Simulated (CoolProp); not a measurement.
Properties of hexamethyldisiloxane (MM) along the isobar 5.61 MPa (Tc = 518.7 K, pc = 1.931 MPa, ω = 0.418).

Values from CoolProp's reference Helmholtz-energy equation of state, Thol 2016.

```json
[
 {"T (K)": "471.7", "phase": "liquid", "cp (kJ/(kg K))": "2.361", "cv (kJ/(kg K))": "1.966", "speed of sound (m/s)": "421.6", "isothermal compressibility (1/MPa)": "…", "expansivity (1/kK)": "2.379"},
 {"T (K)": "478.7", "phase": "liquid", "cp (kJ/(kg K))": "2.382", "cv (kJ/(kg K))": "1.982", "speed of sound (m/s)": "403.6", "isothermal compressibility (1/MPa)": "0.01308", "expansivity (1/kK)": "2.482"},
 {"T (K)": "485.7", "phase": "liquid", "cp (kJ/(kg K))": "2.403", "cv (kJ/(kg K))": "1.998", "speed of sound (m/s)": "385.8", "isothermal compressibility (1/MPa)": "0.01459", "expansivity (1/kK)": "2.596"},
 {"T (K)": "492.7", "phase": "liquid", "cp (kJ/(kg K))": "2.424", "cv (kJ/(kg K))": "2.014", "speed of sound (m/s)": "368.2", "isothermal compressibility (1/MPa)": "0.01634", "expansivity (1/kK)": "2.721"},
 {"T (K)": "499.7", "phase": "liquid", "cp (kJ/(kg K))": "2.447", "cv (kJ/(kg K))": "2.030", "speed of sound (m/s)": "350.7", "isothermal compressibility (1/MPa)": "0.01838", "expansivity (1/kK)": "2.859"},
 {"T (K)": "506.7", "phase": "liquid", "cp (kJ/(kg K))": "…", "cv (kJ/(kg K))": "2.045", "speed of sound (m/s)": "333.6", "isothermal compressibility (1/MPa)": "0.02077", "expansivity (1/kK)": "3.013"},
 {"T (K)": "513.8", "phase": "liquid", "cp (kJ/(kg K))": "2.493", "cv (kJ/(kg K))": "2.061", "speed of sound (m/s)": "316.5", "isothermal compressibility (1/MPa)": "0.02363", "expansivity (1/kK)": "3.185"},
 {"T (K)": "520.8", "phase": "supercritical", "cp (kJ/(kg K))": "2.518", "cv (kJ/(kg K))": "2.077", "speed of sound (m/s)": "299.9", "isothermal compressibility (1/MPa)": "0.02698", "expansivity (1/kK)": "3.375"},
 {"T (K)": "527.8", "phase": "supercritical", "cp (kJ/(kg K))": "2.543", "cv (kJ/(kg K))": "2.093", "speed of sound (m/s)": "283.8", "isothermal compressibility (1/MPa)": "0.03096", "expansivity (1/kK)": "3.587"},
 {"T (K)": "534.8", "phase": "supercritical", "cp (kJ/(kg K))": "…", "cv (kJ/(kg K))": "2.108", "speed of sound (m/s)": "…", "isothermal compressibility (1/MPa)": "0.03571", "expansivity (1/kK)": "3.822"},
 {"T (K)": "541.8", "phase": "supercritical", "cp (kJ/(kg K))": "2.596", "cv (kJ/(kg K))": "2.124", "speed of sound (m/s)": "252.9", "isothermal compressibility (1/MPa)": "0.04139", "expansivity (1/kK)": "4.083"},
 {"T (K)": "548.8", "phase": "supercritical", "cp (kJ/(kg K))": "2.625", "cv (kJ/(kg K))": "2.139", "speed of sound (m/s)": "238.3", "isothermal compressibility (1/MPa)": "0.04818", "expansivity (1/kK)": "4.371"},
 {"T (K)": "555.8", "phase": "supercritical", "cp (kJ/(kg K))": "2.654", "cv (kJ/(kg K))": "…", "speed of sound (m/s)": "224.4", "isothermal compressibility (1/MPa)": "0.05626", "expansivity (1/kK)": "4.683"}
]
```

Task: What belongs in the gaps?

Result: 
- 471.7, isothermal compressibility (1/MPa): 0.01178
- 506.7, cp (kJ/(kg K)): 2.469
- 534.8, cp (kJ/(kg K)): 2.569
- 534.8, speed of sound (m/s): 268.1
- 555.8, cv (kJ/(kg K)): 2.155
